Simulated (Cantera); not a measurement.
A closed system holds: 1 mol SiH₄, 0.014 mol C₂H₄, 200 mol H₂, at 1602 °C and 1.05 Torr.

Method: chemical equilibrium by Gibbs-energy minimisation in Cantera with the NASA 1993 tables (ideal gas, pure condensed phases). Candidate condensed phases: C, C₆H₆, C₇H₈, C₈H₁₈, Si, SiC; 87 gas species. Gases not in the tables: Si₂H₆ and higher silanes. Equilibrium is a limit: real reactors are often held back by kinetics, nucleation or transport.

Base state: H₂ 0.978, H 0.0173, Si 0.00444, SiH 0.000152, Si₂C 6.90e-5, SiH₂ 3.33e-5, Si₂ 2.28e-5 (mole fractions); condensed: SiC(s).

Q: What changes in the equilibrium state with this change: SiH₄ replaced by CH₃SiCl₃?

A: 
```json
[
 {"species": "H₂", "before": "0.978", "after": "0.968"},
 {"species": "H", "before": "0.0173", "after": "0.0172"},
 {"species": "HCl", "before": "0", "after": "0.0144"},
 {"species": "Si", "before": "0.00444", "after": "0.000257"},
 {"species": "Cl", "before": "0", "after": "0.000194"},
 {"species": "SiCl₂", "before": "0", "after": "2.38e-5"},
 {"species": "Si₂", "before": "2.28e-5", "after": "7.67e-8"},
 {"species": "C₂H₂ (acetylene)", "before": "7.38e-7", "after": "0.000218"},
 {"species": "SiC(s), mol", "before": "0.0135", "after": "0.936"}
]
```
The feed counts by its element totals alone.

Q: What changes in the equilibrium state with this change: C₂H₄ from 0.014 to 0.14 mol?

A: 
| species | before | after |
|---|---|---|
| H₂ | 0.978 | 0.979 |
| H | 0.0173 | 0.0173 |
| Si | 0.00444 | 0.00330 |
| SiH | 0.000152 | 0.000113 |
| Si₂ | 2.28e-5 | 1.26e-5 |
| Si₂C | 6.90e-5 | 5.13e-5 |
| SiH₂ | 3.33e-5 | 2.48e-5 |
| SiC(s), mol | 0.0135 | 0.269 |

Q: What changes in the equilibrium state with this change: temperature from 1602 °C to 2125 °C?

A: 
| species | before | after |
|---|---|---|
| H₂ | 0.978 | 0.655 |
| H | 0.0173 | 0.341 |
| Si | 0.00444 | 0.00404 |
| Si₂C | 6.90e-5 | 6.24e-7 |
| Si₂ | 2.28e-5 | 2.43e-7 |
| C₂H₂ (acetylene) | 7.38e-7 | 4.59e-5 |
| SiH₂ | 3.33e-5 | 1.20e-6 |
| SiC(s), mol | 0.0135 | 0 |
